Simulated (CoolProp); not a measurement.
Vapour-liquid equilibrium of R134a (1) + R152A (2) at 8.97 bar; x and y are mole fractions of (1).

Values from CoolProp's multi-fluid Helmholtz-energy mixture model, Tillner-Roth 1994 and Outcalt 1996; pair parameters Lemmon 2004.

Q: Give the bubble temperature and the first vapour's composition at x = 0.65, 0.8, 0.95. Is there an azeotrope?

A: x = 0.65: 310.5 K, y = 0.673; x = 0.8: 309.7 K, y = 0.819; x = 0.95: 308.9 K, y = 0.956. No azeotrope shows between x = 0.05 and 0.95.

The pair parameters rest on a limited set of measurements; away from them the model extrapolates.
